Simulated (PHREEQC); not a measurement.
Make-up at 20 °C: 0.0045 mol/kgw HCl and 0.013 mol/kgw NaCl. Closed to the air; pH follows from the charge balance.

Equilibrium calculation in PHREEQC: ion-association model, phreeqc.dat.

```yaml
pH: 2.40
ionic_strength: 0.0175 mol/kgw
specific_conductance: 2890 µS/cm
total_alkalinity: -4.50 meq/kg
```

| species | molality | activity | log γ |
|---|---|---|---|
| Cl- | 0.0175 | 0.0153 | -0.058 |
| Na+ | 0.0130 | 0.0114 | -0.055 |
| H+ | 0.00450 | 0.00403 | -0.048 |

No solid was allowed to form.
